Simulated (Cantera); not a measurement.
## Premixed flame

A freely propagating, adiabatic, planar premixed flame of CH₄ : C₂H₆ : C₃H₈ : O₂ : N₂ = 1 : 0.067 : 0.17 : 4.67 : 15 (molar parts), unburnt at 625 K and 190000 Pa; unity-Lewis-number transport, grid criteria slope 0.08 and curve 0.16, no radiation.

Cantera simulation using GRI-Mech 3.0 (53 species, 325 reactions); the numbers are that mechanism's predictions, not measurements. GRI-Mech 3.0 was tuned for natural gas; its chemistry of propane as a main component is partial and can be far from experiment. Unity Lewis numbers drop preferential diffusion, which matters most where H2 and H carry the flame. Burning velocities carry a grid error of a few per cent, more on coarse grids.

```
z (mm)   T (K)  u (m/s)     x CH₄   x C₂H₆   x C₃H₈     x H₂O    x CH₂O      x CO
-------  -----  -------  --------  -------  -------  --------  --------  --------
-0.592     626    0.901    0.0478  0.00320  0.00813   6.02e-5   1.86e-6   1.94e-5
-0.394     631    0.909    0.0476  0.00319  0.00807  0.000619   1.91e-5  0.000200
-0.296     646    0.931    0.0470  0.00315  0.00794   0.00202   6.15e-5  0.000653
-0.197     714     1.03    0.0443  0.00297  0.00733   0.00868  0.000253   0.00281
-0.0986   1023     1.49    0.0317  0.00213  0.00450    0.0399  0.000922    0.0130
-0.0493   1351     1.99    0.0178  0.00106  0.00171    0.0742   0.00111    0.0242
0         1700     2.53   0.00390  7.73e-5  8.00e-5     0.110  0.000546    0.0339
0.0493    1849     2.75  0.000231  3.01e-7  1.83e-7     0.122   5.58e-5    0.0291
0.0986    1912     2.84   8.66e-6    <1e-8    <1e-8     0.124   2.50e-6    0.0216
0.197     1991     2.94   2.29e-8    <1e-8    <1e-8     0.126     <1e-8    0.0133
0.394     2069     3.03     <1e-8    <1e-8    <1e-8     0.129     <1e-8   0.00719
0.789     2125     3.10     <1e-8    <1e-8    <1e-8     0.132     <1e-8   0.00349
1.58      2153     3.14     <1e-8    <1e-8    <1e-8     0.134     <1e-8   0.00166
```
x: mole fraction of selected species; z is measured from the peak of heat release.

The laminar burning velocity comes out as 90.0 cm/s. The thermal thickness is 0.197 mm and the peak x(CH₂O) is 0.00113. The peak x(CO) is 0.0340 and the grid points is 124.
